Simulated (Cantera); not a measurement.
Charge: 1 mol B₂H₆, 0.13 mol H₂O, 0.13 mol N₂, at 0.0270 bar.

These are equilibrium values from Cantera (NASA tables, ideal gas, pure condensed phases), not measurements of a reactor. Candidate condensed phases: B, BN, B₂O₃, B₃O₃H₃, H₂O; 39 gas species. The feed counts by its element totals alone. N₂ is the only nitrogen source here; it is nearly inert below about 1500 K, so the nitride shown seldom forms there in practice. Mutual solubility and eutectic melting of coexisting phases are not modelled. The numbers say what is thermodynamically allowed, not how fast it happens.

Question: What share of the B ends up in condensed phases as a function of T (K), at 1098, 1298, 1498, 1698, 1898, 2098, 2298?

Answer: 
```
T (K)  B condensed (%)                      as
-----  ---------------  ----------------------
1098              99.5  B(s) + BN(s) + B₂O₃(l)
1298              99.2  B(s) + BN(s) + B₂O₃(l)
1498              94.7  B(s) + BN(s) + B₂O₃(l)
1698              93.6            B(s) + BN(s)
1898              93.5            B(s) + BN(s)
2098              93.4            B(s) + BN(s)
2298              93.0                    B(s)
```
